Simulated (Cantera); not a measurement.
A freely propagating, adiabatic, planar premixed flame of H₂ : O₂ : N₂ = 1 : 0.2 : 0.7 (molar parts), unburnt at 475 K and 0.987 atm; mixture-averaged transport, grid criteria slope 0.08 and curve 0.16, no radiation.

Computed with Cantera and the H2/O2 subset of GRI-Mech 3.0, which has no nitrogen chemistry. Burning velocities carry a grid error of a few per cent, more on coarse grids.

x: mole fraction of selected species; z is measured from the peak of heat release.

```tsv
z (mm)	T (K)	u (m/s)	x H₂	x O₂	x H₂O₂	x H	x H₂O	x HO₂
-1.26	475	5.92	0.526	0.105	<1e-8	<1e-8	<1e-8	<1e-8
-0.843	475	5.92	0.526	0.105	<1e-8	<1e-8	<1e-8	<1e-8
-0.632	475	5.92	0.526	0.105	<1e-8	<1e-8	<1e-8	<1e-8
-0.422	475	5.92	0.526	0.105	<1e-8	<1e-8	2.51e-7	2.91e-7
-0.211	510	6.31	0.521	0.105	9.75e-6	0.000179	0.00128	0.000290
-0.105	(withheld)	9.35	0.487	0.0980	(withheld)	(withheld)	(withheld)	(withheld)
0	1161	13.6	0.405	0.0660	1.72e-6	0.0400	0.0954	6.93e-5
0.105	1418	16.5	0.328	(withheld)	(withheld)	0.0716	(withheld)	(withheld)
0.211	1530	17.8	0.306	0.00410	3.06e-7	0.0773	0.215	3.87e-6
0.422	1631	18.8	0.307	0.000297	2.04e-7	0.0687	0.224	2.74e-7
0.843	1732	19.9	0.316	9.72e-5	1.36e-7	0.0547	0.226	9.86e-8
1.69	1832	20.9	0.326	5.92e-5	7.60e-8	0.0404	0.228	6.32e-8
3.37	1915	21.7	0.334	3.08e-5	3.80e-8	0.0278	0.230	3.62e-8
```

Problem. Some entries are withheld; supply them.

Solution. 
- -0.105, T (K): 777
- -0.105, x H₂O₂: 1.91e-5
- -0.105, x H: 0.00767
- -0.105, x H₂O: 0.0242
- -0.105, x HO₂: 0.000174
- 0.105, x O₂: 0.0204
- 0.105, x H₂O₂: 5.91e-7
- 0.105, x H₂O: 0.183
- 0.105, x HO₂: 2.01e-5
